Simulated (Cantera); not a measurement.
**Silicon etching in halogen gases: Si + NF3 + H2**

Feed: 1 mol Si, 0.88 mol NF3, 18 mol H2, equilibrated at 952 °C and 1.33 mbar.

These are equilibrium values from Cantera (NASA tables, ideal gas, pure condensed phases), not measurements of a reactor. Candidate condensed phases: Si, Si3N4; 37 gas species. The tables' values for SiF3, SiF2 are old estimates; treat these amounts as uncertain. Rates play no part.

- x(H2) = 0.952
- x(SiF4) = 0.0327
- x(N2) = 0.0114
- x(HF) = 0.00201
- x(SiF3) = 0.00155
- x(SiHF3) = 0.000672
- x(SiF2) = 7.52e-5
- x(H) = 8.33e-6
- x(SiH2F2) = 6.72e-6
- n(Si3N4(s)) = 0.113 mol
- gas amount = 18.89 mol
- log10 activity of Si(s) (absent) = -1.60
